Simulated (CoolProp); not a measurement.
Ethanol at 298.15 K and 0.00468 MPa is compressed adiabatically to 0.0277 MPa with isentropic efficiency 0.75. Each further row changes one setting.

Values from CoolProp's reference Helmholtz-energy equation of state, Schroeder 2014.

```
case             work (kJ/kg)  final temperature (K)  final density (kg/m³)
---------------  ------------  ---------------------  ---------------------
as stated                 142                  389.0             (withheld)
efficiency 1              106             (withheld)             (withheld)
efficiency 0.65    (withheld)                  401.4                  0.384
```

What belongs in the gaps?


- as stated, final density (kg/m³): 0.397
- efficiency 1, final temperature (K): 368.3
- efficiency 1, final density (kg/m³): 0.420
- efficiency 0.65, work (kJ/kg): 164
